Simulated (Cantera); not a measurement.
Input: 1 mol AlN, 22 mol H₂, 32 mol N₂, held at 10.5 Torr.

Cantera equilibrium calculation (NASA polynomials, part measured and part estimated; ideal gas, pure solids and liquids). Candidate condensed phases: Al, AlN; 13 gas species. Rates play no part.

Which condensed phases are stable at each of these points (T (K)): 1398, 1473, 1548, 1623, 1698, 1773, 1848, 1923, 1998, 2073, 2148?


| T (K) | condensed phases | Al condensed (%) |
|---|---|---|
| 1398 | AlN(s) | 100.0 |
| 1473 | AlN(s) | 100.0 |
| 1548 | AlN(s) | 100.0 |
| 1623 | AlN(s) | 100.0 |
| 1698 | AlN(s) | 99.9 |
| 1773 | AlN(s) | 99.3 |
| 1848 | AlN(s) | 96.1 |
| 1923 | AlN(s) | 80.3 |
| 1998 | AlN(s) | 11.5 |
| 2073 | gas only | 0.0 |
| 2148 | gas only | 0.0 |

From 1398 K to 1998 K the condensed part is AlN(s). From 2073 K to 2148 K nothing is condensed.
